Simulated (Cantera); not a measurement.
Input: 1 mol borazine, 0.26 mol H2O, 180 mol H2, held at 1650 K and 5500 Pa.

Cantera equilibrium calculation (NASA polynomials, part measured and part estimated; ideal gas, pure solids and liquids). Candidate condensed phases: B, BN, B2O3, B3O3H3, H2O; 39 gas species. The feed counts by its element totals alone. Rates play no part.

Base state: H2 0.998, HBO 0.00135, N2 0.000697, H 0.000387, HBO2 1.27e-5, H2O 1.19e-5, BO 1.11e-5 (mole fractions); condensed: BN(s).

Problem. What changes in the equilibrium state with this change: borazine replaced by BF3?

Solution. 
| species | before | after |
|---|---|---|
| H2 | 0.998 | 0.989 |
| HF | 0 | 0.00516 |
| BF3 | 0 | 0.00224 |
| BOF | 0 | 0.00131 |
| BHF2 | 0 | 0.000798 |
| BN(s), mol | 2.74 | 0 |
The tables' values for BF2 are old estimates; treat these amounts as uncertain.

Problem. What changes in the equilibrium state with this change: H2 from 180 to 1.5 mol?

Solution. 
| species | before | after |
|---|---|---|
| H2 | 0.998 | 0.949 |
| N2 | 0.000697 | 0.0188 |
| HBO | 0.00135 | 0.0151 |
| B2O3 | 7.23e-7 | 0.00571 |
| B3O3H3 | 1.31e-8 | 1.85e-5 |
| HBO2 | 1.27e-5 | 0.00849 |
| B2O2 | 9.38e-6 | 0.00124 |
| BN(s), mol | 2.74 | 2.81 |

Problem. What changes in the equilibrium state with this change: H2 from 180 to 2.6 mol?

Solution. 
```csv
species,before,after
H2,0.998,0.957
N2,0.000697,0.0157
HBO,0.00135,0.0141
B2O3,7.23e-7,0.00418
B3O3H3,1.31e-8,1.50e-5
"BN(s), mol",2.74,2.81
```
